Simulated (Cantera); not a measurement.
**Equilibrium for silicon oxide and oxynitride deposition: HMDSO + O3 + H2**

Feed: 1 mol HMDSO, a varied amount of O3, 0.34 mol H2, equilibrated at 502 °C and 0.130 bar.

Cantera equilibrium calculation (NASA polynomials, part measured and part estimated; ideal gas, pure solids and liquids). Candidate condensed phases: C, C6H6, C7H8, C8H18, H2O, Si, SiC, SiO2; 123 gas species. The feed counts by its element totals alone. Kinetics and transport are ignored.

From 0.61 mol O3 to 0.99 mol O3 the condensed part is C(graphite) + SiC(s) + SiO2(α-quartz). From 1.4 mol O3 to 4.9 mol O3 the condensed part is C(graphite) + SiO2(α-quartz).

```csv
n(O3) (mol),x H2,x CO2,x H2O,x CH4,x CO,n C(graphite),n SiC(s),n SiO2(α-quartz)
0.61,0.821,<1e-12,1.08e-10,0.179,2.24e-11,4.00,0.585,1.42
0.99,0.821,<1e-12,1.08e-10,0.179,2.24e-11,4.57,0.0150,1.99
1.4,0.730,0.0139,0.0927,0.142,0.0216,4.50,0,2.00
1.8,0.660,0.0417,0.145,0.116,0.0375,4.24,0,2.00
2.2,0.603,0.0740,0.177,0.0966,0.0500,3.88,0,2.00
2.5,0.566,0.0989,0.192,0.0852,0.0578,3.57,0,2.00
2.9,0.524,0.131,0.205,0.0731,0.0666,3.11,0,2.00
3.3,0.488,0.162,0.212,0.0634,0.0740,2.61,0,2.00
3.7,0.457,0.192,0.216,0.0555,0.0804,2.09,0,2.00
4.1,0.429,0.219,0.217,0.0490,0.0860,1.55,0,2.00
4.5,0.405,0.245,0.216,0.0436,0.0909,1.000,0,2.00
4.9,0.383,0.268,0.214,0.0391,0.0952,0.432,0,2.00
```
x: gas mole fraction; n: condensed amount in mol.
